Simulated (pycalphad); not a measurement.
All values are pycalphad results on the COST 507 light-alloy database (1999) (1 atm), not direct measurements. These are 1990s assessments: newer ones move some temperatures and phases. Amounts are mole fractions of atoms.

Question: Give the equilibrium state of Sn-14.7Si (at.%) at 227 °C.

Answer: bct (Sn), fraction 0.853, with no Si at.%; diamond (Si), fraction 0.147, with >99.99 Si at.%.

Question: Give the equilibrium state of Sn-14.7Si (at.%) at 727 °C.

Answer: 
```
T = 1000.00 K, P = 101325 Pa, N = 1 mol of atoms
G = -66450 J/mol, H = 25895 J/mol, S = 92.34 J/(mol K)  (SER reference)
chemical potentials (J/mol): Sn -72666, Si -30382
phase             fraction      x(Sn)      x(Si)
LIQUID              0.8560     0.9965     0.0035
DIAMOND_A4          0.1440   4.36e-07     1.0000
```

DIAMOND_A4 is diamond (Si). An entry "none" or "no" means that the model of the phase leaves that element out.
